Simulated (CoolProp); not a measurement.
Vapour-liquid equilibrium of n-octane (1) + ethylbenzene (2) at 416.1 K; x and y are mole fractions of (1).

Model: multi-fluid Helmholtz-energy mixture model, Beckmüller 2019 and Zhou 2012; pair parameters Bell 2016, in CoolProp.

| x | bubble pressure, mixture model (MPa) | bubble pressure, Raoult's law (MPa) | y, mixture model | y, Raoult's law |
|---|---|---|---|---|
| 0.05 | 0.1249 | 0.1231 | 0.076 | 0.065 |
| 0.2 | 0.1344 | 0.1289 | 0.268 | 0.248 |
| 0.35 | 0.1421 | 0.1348 | 0.425 | 0.416 |
| 0.5 | 0.1482 | 0.1406 | 0.564 | 0.569 |
| 0.65 | 0.1531 | 0.1464 | 0.693 | 0.710 |
| 0.8 | 0.1568 | 0.1522 | 0.821 | 0.841 |
| 0.95 | 0.1594 | 0.1581 | 0.954 | 0.962 |

The largest gap from Raoult's law is +5.4 % in bubble pressure, at x = 0.35. No azeotrope shows between x = 0.05 and 0.95.

Pair parameters are fitted to limited data, so mixtures are less certain than the pure fluids.
